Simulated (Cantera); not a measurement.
**Si2Cl6 + HCl + H2 + HF (silicon epitaxy and polysilicon growth)**

Input: 1 mol Si2Cl6, 0.73 mol HCl, 51 mol H2, 0.087 mol HF, at 1 atm.

Cantera equilibrium calculation (NASA polynomials, part measured and part estimated; ideal gas, pure solids and liquids). Candidate condensed phases: Si; 37 gas species. The feed counts by its element totals alone. The tables' values for SiCl3, SiF3, SiF2 are old estimates; treat these amounts as uncertain. The numbers say what is thermodynamically allowed, not how fast it happens.

From 927 °C to 1227 °C the condensed part is Si(s). The main Si-bearing gas is SiCl4 at 927 °C and SiCl2 at 1227 °C. The share of Si in condensed phases is highest at 1227 °C (34.4 %) and lowest at 927 °C (20.2 %).

```tsv
T (°C)	log p H2	log p HCl	log p SiCl2	log p SiCl4	log p SiHCl3	log p SiCl3	log p SiH2Cl2	n Si(s)
927	-0.02	-1.54	-2.68	-1.89	-1.94	-2.76	-2.87	0.404
977	-0.02	-1.44	-2.45	-1.96	-2.00	-2.63	-2.90	0.481
1027	-0.03	-1.35	-2.25	-2.06	-2.08	-2.54	-2.94	0.552
1077	-0.03	-1.28	-2.08	-2.19	-2.18	-2.49	-3.01	0.610
1127	-0.03	-1.23	-1.95	-2.35	-2.31	-2.47	-3.09	0.651
1177	-0.03	-1.19	-1.85	-2.55	-2.46	-2.48	-3.18	0.676
1227	-0.04	-1.16	-1.78	-2.78	-2.64	-2.53	-3.29	0.689
```
log p: log10 of the partial pressure in bar; n: condensed amount in mol.
